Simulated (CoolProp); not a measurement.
A single-stage vapour-compression cycle with R227EA: evaporating at 285.15 K (dew point), condensing at 352.15 K (bubble point), superheat 5 K, subcooling 2 K, compressor efficiency 0.8, no pressure losses. Each further row changes one setting.

Model: reference Helmholtz-energy equation of state, Lemmon 2016, in CoolProp.

| case | cooling COP | pressure ratio | discharge temperature (K) | refrigerating effect (kJ/kg) | volumetric capacity (kJ/m³) |
|---|---|---|---|---|---|
| as stated | … | 6.07 | 352.2 | 40.5 | 946 |
| evaporating temperature 290.15 K | 1.81 | 5.15 | 352.2 | 43.8 | 1200 |
| condensing temperature 347.15 K | … | … | 347.2 | 47.7 | 1110 |
| subcooling 7 K | 1.81 | 6.07 | 352.2 | 47.9 | 1120 |
| superheat 15 K | 1.72 | 6.07 | 356.2 | 49.0 | 1090 |
| compressor efficiency 0.7 | … | 6.07 | 352.2 | 40.5 | 946 |

**Question.** What belongs in the gaps?

**Answer.** 
- as stated, cooling COP: 1.53
- condensing temperature 347.15 K, cooling COP: 1.89
- condensing temperature 347.15 K, pressure ratio: 5.44
- compressor efficiency 0.7, cooling COP: 1.34

The compression ends wet for: as stated; evaporating temperature 290.15 K; condensing temperature 347.15 K; subcooling 7 K; compressor efficiency 0.7.
